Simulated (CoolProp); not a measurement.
Saturation properties of R236FA (Tc = 398.1 K, pc = 3.191 MPa, ω = 0.377).

Model: reference Helmholtz-energy equation of state, Pan 2012, in CoolProp.

| T (K) | p (MPa) | liquid density (kg/m³) | surface tension (mN/m) | liquid viscosity (µPa s) | vapour viscosity (µPa s) |
|---|---|---|---|---|---|
| 313.7 | 0.4439 | 1304 | 7.76 | (withheld) | 11.4 |
| 319.8 | 0.5302 | 1282 | 7.07 | 219 | 11.7 |
| 325.9 | (withheld) | 1258 | 6.39 | 203 | 11.9 |
| 332 | 0.7404 | 1233 | (withheld) | (withheld) | 12.2 |
| 338.2 | 0.8687 | 1206 | 5.06 | 174 | 12.5 |
| 344.3 | 1.011 | 1179 | 4.42 | (withheld) | 12.8 |
| 350.4 | 1.169 | 1150 | 3.80 | 148 | 13.1 |
| 356.5 | 1.347 | (withheld) | 3.21 | 136 | 13.6 |
| 362.6 | 1.543 | 1084 | 2.63 | 124 | 14.1 |
| 368.7 | 1.762 | 1047 | 2.08 | 113 | 14.7 |
| 374.8 | (withheld) | 1004 | 1.55 | 101 | 15.6 |
| 381 | (withheld) | 953.6 | 1.05 | 89.8 | 16.7 |
| 387.1 | 2.572 | 891.5 | 0.607 | 77.6 | 18.5 |

**Question.** Some entries are withheld; supply them.

**Answer.** 
- 313.7, liquid viscosity (µPa s): 236
- 325.9, p (MPa): 0.6287
- 332, surface tension (mN/m): 5.72
- 332, liquid viscosity (µPa s): 188
- 344.3, liquid viscosity (µPa s): 160
- 356.5, liquid density (kg/m³): 1118
- 374.8, p (MPa): 2.004
- 381, p (MPa): 2.276

It boils at 271.7 K under 1 atm.

Viscosity comes from a separate model (Huber 2003), an estimate that may be off by 10 % or more. Surface tension comes from a separate correlation (Mulero 2012).
